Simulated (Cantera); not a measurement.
A Cantera script and what it prints.

```python
import numpy as np
import cantera as ct

gas_names = """
    H HI HO2 H2 H2O H2O2 I I2 O OH O2 O3
""".split()
cond_names = """
    H2O(s) H2O(L) I2(cr) I2(L)
""".split()


# ... load() reads the species with a 1 bar reference pressure and builds the phases ...
atoms = {
    'HI': {'H': 1, 'I': 1},
    'H2': {'H': 2},
    'O2': {'O': 2},
}
top_T = {}  # K; cautious upper limits of use, not melting points


# ... equilibrate(T, P, feed) seeds the gas with the atoms and calls Mixture.equilibrate('TP', solver="vcs", rtol=1e-11, max_steps=5000) ...
results = []
feed = {'HI': 1, 'H2': 9.6, 'O2': 5}  # mol
P = 710  # Pa
for T in [2598, 2648, 2698, 2748, 2798, 2848, 2898, 2948, 2998, 3048, 3098, 3148, 3198]:
    mix = equilibrate(T, P, feed)
    results.append((T, P, feed, dict(zip(mix.species_names, mix.species_moles))))

top = {s: max(r[3][s] / sum(r[3][g] for g in gas_names) for r in results) for s in gas_names}
cols = sorted((s for s in top if top[s] > 1e-05), key=lambda s: -top[s])[:7]
seen = [c for c in cond_names if any(r[3].get(c, 0) > 1e-12 for r in results)]
print("log10 of partial pressures in bar; condensed amounts in mol")
print(f"{'T/K':>10s}" + "".join(f"{s[:9]:>10s}" for s in cols + seen))
for T, P, feed, n in results:
    ng = sum(n[g] for g in gas_names)
    print(f"{T:10.4g}" + "".join(f"{np.log10(max(n[s] / ng * P / 1e5, 1e-99)):10.3f}" for s in cols)
          + "".join(f"{n.get(c, 0):10.4g}" for c in seen))
```

Result:

```
log10 of partial pressures in bar; condensed amounts in mol
       T/K         H       H2O         O        H2        OH        O2         I
      2598    -2.891    -2.587    -3.308    -2.943    -3.172    -3.342    -3.334
      2648    -2.801    -2.672    -3.206    -2.937    -3.150    -3.333    -3.360
      2698    -2.720    -2.771    -3.114    -2.943    -3.141    -3.336    -3.389
      2748    -2.649    -2.888    -3.032    -2.962    -3.146    -3.352    -3.419
      2798    -2.588    -3.021    -2.960    -2.995    -3.165    -3.382    -3.450
      2848    -2.536    -3.172    -2.898    -3.042    -3.199    -3.426    -3.480
      2898    -2.493    -3.340    -2.845    -3.101    -3.246    -3.484    -3.509
      2948    -2.458    -3.523    -2.802    -3.172    -3.306    -3.554    -3.534
      2998    -2.431    -3.719    -2.767    -3.253    -3.376    -3.635    -3.556
      3048    -2.409    -3.925    -2.739    -3.342    -3.456    -3.726    -3.574
      3098    -2.393    -4.138    -2.717    -3.436    -3.542    -3.824    -3.589
      3148    -2.380    -4.355    -2.700    -3.534    -3.633    -3.927    -3.601
      3198    -2.371    -4.575    -2.687    -3.634    -3.728    -4.034    -3.610
```

Equilibrium computed with Cantera from the NASA thermochemical tables; the gas is ideal and each condensed phase is pure.
